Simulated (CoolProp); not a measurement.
Vapour-liquid equilibrium of methanol (1) + ethanol (2) at 122.45 °C; x and y are mole fractions of (1).

Model: multi-fluid Helmholtz-energy mixture model, de Reuck 1993 and Schroeder 2014; pair parameters Bell 2016, in CoolProp.

| x | bubble pressure, mixture model (kPa) | bubble pressure, Raoult's law (kPa) | y, mixture model | y, Raoult's law |
|---|---|---|---|---|
| 0.05 | 471.4 | 471.3 | 0.071 | 0.073 |
| 0.15 | 493.4 | 493.9 | 0.200 | 0.208 |
| 0.25 | 514.5 | 516.5 | 0.319 | 0.332 |
| 0.35 | 535.3 | 539.1 | 0.429 | 0.445 |
| 0.45 | 556.3 | 561.7 | 0.532 | 0.550 |
| 0.55 | 577.8 | 584.3 | 0.630 | 0.646 |
| 0.65 | 600.1 | 606.9 | 0.723 | 0.735 |
| 0.75 | 623.3 | 629.5 | 0.810 | 0.817 |
| 0.85 | 647.6 | 652.2 | 0.891 | 0.894 |
| 0.95 | 673.0 | 674.8 | 0.965 | 0.966 |

The largest gap from Raoult's law is -1.1 % in bubble pressure, at x = 0.65. No azeotrope shows between x = 0.05 and 0.95.

Pair parameters are fitted to limited data, so mixtures are less certain than the pure fluids.
